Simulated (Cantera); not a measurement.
Input: 1 mol TiCl4, 2.7 mol C3H8, 450 mol H2, at 1623.15 K.

Method: chemical equilibrium by Gibbs-energy minimisation in Cantera with the NASA 1993 tables (ideal gas, pure condensed phases). Candidate condensed phases: C, C6H6, C7H8, C8H18, Ti, TiC, TiCl2, TiCl3, TiCl4; 96 gas species. TiC: taken at fixed stoichiometry. Equilibrium is a limit: real reactors are often held back by kinetics, nucleation or transport.

log p: log10 of the partial pressure in bar; n: condensed amount in mol.

| P (Pa) | log p H2 | log p HCl | log p H | log p CH4 | log p Cl | log p C2H2 (acetylene) | n C(graphite) | n TiC(s) |
|---|---|---|---|---|---|---|---|---|
| 10 | -4.01 | -6.07 | -6.16 | ___ | -8.33 | -8.46 | 7.07 | 1.000 |
| 63 | -3.21 | -5.27 | -5.76 | ___ | -7.93 | -7.66 | 7.07 | 1.000 |
| 400 | -2.40 | -4.46 | -5.36 | ___ | -7.52 | -6.86 | 7.07 | 1.000 |
| 2500 | -1.61 | -3.67 | -4.96 | ___ | -7.13 | -6.06 | 7.05 | 1.000 |
| 16000 | -0.80 | -2.86 | -4.56 | ___ | -6.72 | -5.26 | 6.96 | 1.000 |
| 100000 | 0.00 | -2.06 | -4.16 | ___ | -6.32 | -4.46 | 6.39 | 1.000 |

### Question
Some entries are withheld; supply them.

### Answer

- 10, log p CH4: -10.84
- 63, log p CH4: -9.24
- 400, log p CH4: -7.63
- 2500, log p CH4: -6.04
- 16000, log p CH4: -4.43
- 100000, log p CH4: -2.84
